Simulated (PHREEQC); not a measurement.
2.6 g of hydrous ferric oxide (600 m²/g; 0.2 weak and 0.005 strong sites per Fe, Dzombak-Morel constants, diffuse double layer) in 1 kg of water with 0.001 mol/kgw of an inert sodium salt, at 25 °C; the pH is set by adding NaOH or the inert anion's acid. O2 is buffered at 0.21 atm. CO2 from the air is kept out. No solid was allowed to form.

Base run: PHREEQC, ion-association model, wateq4f.dat. Each further column changes one thing. The table gives surface potential ψ (mV).

```tsv
pH	base	oxide from 2.6 to 13 g/kgw	0.0038 mol/kgw NaF added
4	203	185	149
4.67	180	169	126
5.33	152	147	?
6	119	?	?
6.67	82	82	50
7.33	45	45	25
8	6	6	-2
8.67	-32	-32	-34
9.33	-70	-70	-69
10	-107	-106	-103
10.67	-140	?	?
11.33	-164	-158	-158
12	-174	-168	-171
```

Q: Complete the blanks.

A: 
- 5.33, 0.0038 mol/kgw NaF added: 101
- 6, oxide from 2.6 to 13 g/kgw: 117
- 6, 0.0038 mol/kgw NaF added: 75
- 10.67, oxide from 2.6 to 13 g/kgw: -137
- 10.67, 0.0038 mol/kgw NaF added: -134
